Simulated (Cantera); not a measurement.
A freely propagating, adiabatic, planar premixed flame of 28.4 % H2, 14.6 % O2, 55.0 % N2, 2.04 % H2O, equivalence ratio 0.97, unburnt at 600 K and 2.70 bar; mixture-averaged transport, grid criteria slope 0.08 and curve 0.16, no radiation.

Computed with Cantera and the H2/O2 subset of GRI-Mech 3.0, which has no nitrogen chemistry. The hydrogen kinetics of GRI-Mech 3.0 are dated; newer H2 mechanisms differ, most at raised pressure. Burning velocities carry a grid error of a few per cent, more on coarse grids.

x: mole fraction of selected species; z is measured from the peak of heat release.

```csv
z (mm),T (K),u (m/s),x H2,x O2,x H2O,x OH,x O,x H2O2
-0.381,600,6.87,0.284,0.146,0.0204,<1e-8,<1e-8,<1e-8
-0.254,600,6.87,0.284,0.146,0.0204,<1e-8,<1e-8,<1e-8
-0.190,600,6.87,0.283,0.146,0.0204,<1e-8,<1e-8,<1e-8
-0.127,600,6.86,0.283,0.146,0.0204,<1e-8,<1e-8,<1e-8
-0.0634,620,7.02,0.275,0.147,0.0215,2.34e-5,5.47e-6,(withheld)
-0.0317,849,9.32,0.237,0.143,0.0427,0.000969,0.000286,(withheld)
0,1309,13.9,0.149,0.107,0.124,0.00374,0.00390,(withheld)
0.0317,1644,17.2,0.0734,0.0560,0.215,0.0104,0.00898,(withheld)
0.0634,1817,18.9,0.0488,0.0351,0.250,0.0149,0.0102,(withheld)
0.127,1991,20.5,0.0406,0.0264,0.269,0.0176,0.00877,(withheld)
0.254,2154,21.9,0.0355,0.0218,0.284,0.0179,0.00619,(withheld)
0.508,2295,23.1,0.0288,0.0178,0.299,0.0165,0.00391,(withheld)
1.02,2401,24.0,0.0220,0.0144,0.313,0.0141,0.00233,(withheld)
```

**Question.** Some entries are withheld; supply them.

**Answer.** 
- -0.0634, x H2O2: 6.28e-6
- -0.0317, x H2O2: 4.64e-5
- 0, x H2O2: 1.61e-5
- 0.0317, x H2O2: 4.62e-6
- 0.0634, x H2O2: 2.69e-6
- 0.127, x H2O2: 1.51e-6
- 0.254, x H2O2: 9.38e-7
- 0.508, x H2O2: 6.64e-7
- 1.02, x H2O2: 5.17e-7
